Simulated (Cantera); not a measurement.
A closed system holds: 1 mol PbO, 0.13 mol H2, held at 4.50 bar.

Equilibrium computed with Cantera from the NASA thermochemical tables; the gas is ideal and each condensed phase is pure. Candidate condensed phases: H2O, Pb, PbO, PbO2, Pb3O4; 12 gas species. Each liquid is taken as pure. Mutual solubility and eutectic melting of coexisting phases are not modelled. Gases not in the tables: (PbO)n polymers. Kinetics and transport are ignored.

Problem. Which condensed phases are stable at each of these points (T (K)): 1098, 1148, 1198, 1248, 1298, 1348, 1398, 1448, 1498, 1548?

Solution. 
```json
[
 {"T (K)": "1098", "condensed phases": "Pb(l) + PbO(yellow)", "Pb condensed (%)": "100.0"},
 {"T (K)": "1148", "condensed phases": "Pb(l) + PbO(yellow)", "Pb condensed (%)": "100.0"},
 {"T (K)": "1198", "condensed phases": "Pb(l) + PbO(l)", "Pb condensed (%)": "100.0"},
 {"T (K)": "1248", "condensed phases": "Pb(l) + PbO(l)", "Pb condensed (%)": "100.0"},
 {"T (K)": "1298", "condensed phases": "Pb(l) + PbO(l)", "Pb condensed (%)": "100.0"},
 {"T (K)": "1348", "condensed phases": "Pb(l) + PbO(l)", "Pb condensed (%)": "100.0"},
 {"T (K)": "1398", "condensed phases": "Pb(l) + PbO(l)", "Pb condensed (%)": "100.0"},
 {"T (K)": "1448", "condensed phases": "Pb(l) + PbO(l)", "Pb condensed (%)": "99.9"},
 {"T (K)": "1498", "condensed phases": "Pb(l) + PbO(l)", "Pb condensed (%)": "99.9"},
 {"T (K)": "1548", "condensed phases": "Pb(l) + PbO(l)", "Pb condensed (%)": "99.8"}
]
```

From 1098 K to 1148 K the condensed part is Pb(l) + PbO(yellow). From 1198 K to 1548 K the condensed part is Pb(l) + PbO(l).
